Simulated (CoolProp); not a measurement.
Properties of R143a along the isotherm 192.1 K (Tc = 345.9 K, pc = 3.762 MPa, ω = 0.261).

Computed with CoolProp (reference Helmholtz-energy equation of state, Lemmon and Jacobsen 2000).

```csv
p (MPa),phase,cv (kJ/(kg K)),fugacity coefficient
0.627,liquid,0.8231,0.02359
1.25,liquid,0.8235,0.01214
1.88,liquid,0.8238,0.008290
2.51,liquid,0.8241,0.006375
3.13,liquid,0.8244,0.005247
3.76,liquid,0.8248,0.004484
4.39,liquid,0.8251,0.003943
5.02,liquid,0.8254,0.003539
5.64,liquid,0.8257,0.003233
```
